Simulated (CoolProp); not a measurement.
C2F6 (R116) along the isotherm 303.7 K: fugacity coefficient from the reference equation and from simpler models built on Tc = 293.0 K, pc = 3.048 MPa, ω = 0.257; each cubic takes its own stable root.

Computed with CoolProp (reference Helmholtz-energy equation of state, Lemmon 2006). It is a short technical equation, of lower accuracy than the large ones.

```csv
p (MPa),phase,reference,van der Waals,Soave-Redlich-Kwong,Peng-Robinson
1.09,gas,0.8961,0.9034,0.8943,0.8828
2.18,gas,0.7939,0.8068,(withheld),0.7725
3.27,supercritical,0.6901,0.7045,0.6901,0.6657
4.35,supercritical,0.5795,0.5915,0.5849,0.5600
5.44,supercritical,0.4954,0.5149,0.5054,0.4807
6.53,supercritical,0.4384,0.4640,0.4509,0.4261
7.62,supercritical,0.3979,0.4285,0.4117,0.3868
8.71,supercritical,0.3679,(withheld),0.3827,0.3574
9.8,supercritical,0.3451,0.3841,(withheld),0.3348
10.9,supercritical,0.3272,0.3701,0.3430,0.3168
12,supercritical,0.3130,0.3597,(withheld),0.3025
13.1,supercritical,0.3018,0.3522,(withheld),0.2909
14.1,supercritical,(withheld),0.3474,0.3103,0.2822
15.2,supercritical,0.2862,0.3438,0.3032,0.2743
```

### Question
Some entries are withheld; supply them.

### Answer

- 2.18, Soave-Redlich-Kwong: 0.7921
- 8.71, van der Waals: 0.4029
- 9.8, Soave-Redlich-Kwong: 0.3605
- 12, Soave-Redlich-Kwong: 0.3293
- 13.1, Soave-Redlich-Kwong: 0.3183
- 14.1, reference: 0.2935
